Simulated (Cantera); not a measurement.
Feed: 1 mol Fe3O4, 2.3 mol C, 0.4 mol H2, 2.4 mol CH4, equilibrated at 75.0 Torr.

Cantera equilibrium calculation (NASA polynomials, part measured and part estimated; ideal gas, pure solids and liquids). Candidate condensed phases: C, C6H6, C7H8, C8H18, Fe, Fe(CO)5, FeO, Fe(OH)2, Fe(OH)3, Fe2O3, Fe3O4, H2O; 114 gas species. Iron dissolves carbon and melts from about 1420 K in contact with it, which pure phases cannot show. Condensed phases not in the tables: cementite and carbon dissolved in iron. Rates play no part. All values below are at 1850 °C.

Base state: H2 0.550, CO 0.427, Fe 0.0133, H 0.00841, C2H2 (acetylene) 0.000911 (mole fractions); condensed: C(graphite) + Fe(l).

Problem. What changes in the equilibrium state with this change: CH4 from 2.4 to 0.41 mol?

Solution. 
```json
[
 {"species": "CO", "before": "0.427", "after": "0.620"},
 {"species": "H2", "before": "0.550", "after": "0.205"},
 {"species": "H2O", "before": "1.74e-6", "after": "0.0977"},
 {"species": "CO2", "before": "2.69e-7", "after": "0.0588"},
 {"species": "Fe", "before": "0.0133", "after": "0.0133"},
 {"species": "C2H2 (acetylene)", "before": "0.000911", "after": "<1e-9"},
 {"species": "FeO", "before": "1.11e-9", "after": "0.000167"},
 {"species": "OH", "before": "3.29e-9", "after": "0.000303"},
 {"species": "Fe(OH)2", "before": "<1e-9", "after": "6.47e-5"},
 {"species": "C(graphite), mol", "before": "0.683", "after": "0"},
 {"species": "Fe(l), mol", "before": "2.88", "after": "2.28"},
 {"species": "FeO(l), mol", "before": "0", "after": "0.662"}
]
```
Each liquid is taken as pure. Mutual solubility and eutectic melting of coexisting phases are not modelled. The tables' stoichiometric FeO is somewhat more stable than real wüstite, so its field is too wide. FeO: taken at fixed stoichiometry.
